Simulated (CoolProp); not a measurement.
Cyclohexane along the isobar 0.45 MPa: density (kg/m³) from the reference equation and from simpler models built on Tc = 280.5 °C, pc = 4.081 MPa, ω = 0.209; each cubic takes its own stable root.

The numbers come from the reference Helmholtz-energy equation of state, Zhou 2014 in CoolProp.

```tsv
T (°C)	phase	reference
66.25	liquid	734.4
85.45	liquid	715.1
104.65	liquid	695.0
123.85	liquid	674.1
143.05	gas	12.22
162.25	gas	11.47
181.45	gas	10.84
200.75	gas	10.28
219.95	gas	9.793
239.15	gas	9.357
258.35	gas	8.964
277.55	gas	8.608
296.75	gas	8.281
315.95	gas	7.982
335.15	gas	7.705
```

Problem. How far does each simpler model (van der Waals, Soave-Redlich-Kwong, Peng-Robinson) lie from the reference over these 15 states: mean and median of the absolute difference, and the worst?

Solution. 
- van der Waals: mean 23.1 %, median 1.7 %, worst -98.2 % at 123.85 °C and 0.45 MPa
- Soave-Redlich-Kwong: mean 1.9 %, median 0.1 %, worst -7.0 % at 123.85 °C and 0.45 MPa
- Peng-Robinson: mean 1.8 %, median 0.5 %, worst +5.7 % at 85.45 °C and 0.45 MPa

At some of these states van der Waals gives the other phase, because its saturation line lies elsewhere.
